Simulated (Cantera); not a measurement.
Reactions in the system H-O-S

Source: NASA polynomial tables (part measured, part estimated), evaluated in Cantera. Values are per mole of reaction as written; species without (g) are pure solids or liquids, kept so even where they would boil at 1 bar.

5 O2(g) + 2 H2S(g) = 2 SO3(g) + 2 H2O2(g)

```json
[
 {"T (K)": "300", "ΔH° (kJ)": "-1023.2", "ΔS° (J/K)": "-454.9", "ΔG° (kJ)": "-886.7", "log10 K": "154.39"},
 {"T (K)": "598", "ΔH° (kJ)": "-1026.1", "ΔS° (J/K)": "-462.8", "ΔG° (kJ)": "-749.3", "log10 K": "65.45"},
 {"T (K)": "698", "ΔH° (kJ)": "-1025.5", "ΔS° (J/K)": "-462.0", "ΔG° (kJ)": "-703.0", "log10 K": "52.61"},
 {"T (K)": "798", "ΔH° (kJ)": "-1024.8", "ΔS° (J/K)": "-461.0", "ΔG° (kJ)": "-656.9", "log10 K": "43.00"},
 {"T (K)": "898", "ΔH° (kJ)": "-1023.8", "ΔS° (J/K)": "-459.9", "ΔG° (kJ)": "-610.8", "log10 K": "35.53"},
 {"T (K)": "998", "ΔH° (kJ)": "-1022.8", "ΔS° (J/K)": "-458.8", "ΔG° (kJ)": "-564.9", "log10 K": "29.57"},
 {"T (K)": "1098", "ΔH° (kJ)": "-1021.7", "ΔS° (J/K)": "-457.7", "ΔG° (kJ)": "-519.1", "log10 K": "24.69"},
 {"T (K)": "1198", "ΔH° (kJ)": "-1020.5", "ΔS° (J/K)": "-456.7", "ΔG° (kJ)": "-473.4", "log10 K": "20.64"},
 {"T (K)": "1298", "ΔH° (kJ)": "-1019.3", "ΔS° (J/K)": "-455.8", "ΔG° (kJ)": "-427.7", "log10 K": "17.21"},
 {"T (K)": "1398", "ΔH° (kJ)": "-1018.1", "ΔS° (J/K)": "-454.8", "ΔG° (kJ)": "-382.2", "log10 K": "14.28"}
]
```

H2O2(g) = 2 OH(g)

```csv
T (K),ΔH° (kJ),ΔS° (J/K),ΔG° (kJ),log10 K
300,215.0,133.1,175.1,-30.49
598,218.3,141.1,133.9,-11.70
698,218.7,141.8,119.8,-8.96
798,219.0,142.1,105.6,-6.91
898,219.0,142.2,91.4,-5.31
998,219.0,142.1,77.2,-4.04
1098,218.8,142.0,62.9,-2.99
1198,218.7,141.8,48.8,-2.13
1298,218.4,141.6,34.6,-1.39
1398,218.1,141.4,20.4,-0.76
```
